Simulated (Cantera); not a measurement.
Charge: 1 mol SiH4, 0.36 mol HCl, 23 mol H2.

These are equilibrium values from Cantera (NASA tables, ideal gas, pure condensed phases), not measurements of a reactor. Candidate condensed phases: Si; 19 gas species. The tables' values for SiCl3 are old estimates. Kinetics and transport are ignored.

What condenses at these points (T in °C, P in Pa): (2250, 100); (2300, 6300); (2100, 13000); (1800, 100000); (2300, 790)?


```csv
T (°C),P in Pa,condensed phases,Si condensed (%)
2250,100,gas only,0.0
2300,6300,gas only,0.0
2100,13000,Si,55.6
1800,100000,Si,98.1
2300,790,gas only,0.0
```
